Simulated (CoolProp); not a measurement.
A simple Rankine cycle with cis-2-butene: condensing at 326.15 K, boiler at 2.78 MPa, turbine inlet 524 K, turbine efficiency 0.8, pump efficiency 0.6, no recuperator. Each further row changes one setting.

Computed with CoolProp (reference Helmholtz-energy equation of state, Lemmon 2005). It is a short technical equation, of lower accuracy than the large ones.

| case | thermal efficiency (%) | net work (kJ/kg) | heat in (kJ/kg) | turbine exit temperature (K) | volume ratio over the turbine |
|---|---|---|---|---|---|
| as stated | [?] | 87.4 | 718 | [?] | 5.71 |
| condensing temperature 318.15 K | 13.4 | 98.5 | [?] | 461.9 | 7.05 |
| boiler pressure 1.95 MPa | 10.0 | [?] | 732 | [?] | 3.95 |
| turbine efficiency 0.7 | 10.5 | 75.7 | 718 | [?] | 5.79 |

Q: Complete the blanks.

A: 
- as stated, thermal efficiency (%): 12.2
- as stated, turbine exit temperature (K): 467.9
- condensing temperature 318.15 K, heat in (kJ/kg): 737
- boiler pressure 1.95 MPa, net work (kJ/kg): 73.4
- boiler pressure 1.95 MPa, turbine exit temperature (K): 480.9
- turbine efficiency 0.7, turbine exit temperature (K): 473.4
